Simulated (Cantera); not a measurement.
Reactions in the system C-Cu-F-H

Standard-state values (1 bar) from the NASA 1993 polynomials, evaluated with Cantera. Values are per mole of reaction as written; species without (g) are pure solids or liquids, kept so even where they would boil at 1 bar. The tables' values for C₂F₄ are old estimates.

4 H(g) + C₂F₄(g) + 2 Cu → C₂H₄(g) + 2 CuF₂(g)

```
T (K)  ΔH° (kJ)  ΔS° (J/K)  ΔG° (kJ)  log10 K
-----  --------  ---------  --------  -------
1500     -791.2     -190.5    -505.5    17.60
1600     -796.2     -193.7    -486.2    15.87
1700     -800.9     -196.6    -466.7    14.34
1800     -805.5     -199.2    -446.9    12.97
1900     -809.9     -201.6    -426.9    11.74
2000     -814.2     -203.8    -406.6    10.62
2100     -818.3     -205.8    -386.1     9.60
2200     -822.2     -207.6    -365.5     8.68
2300     -826.0     -209.3    -344.6     7.83
2400     -829.7     -210.9    -323.6     7.04
2500     -833.2     -212.3    -302.5     6.32
```
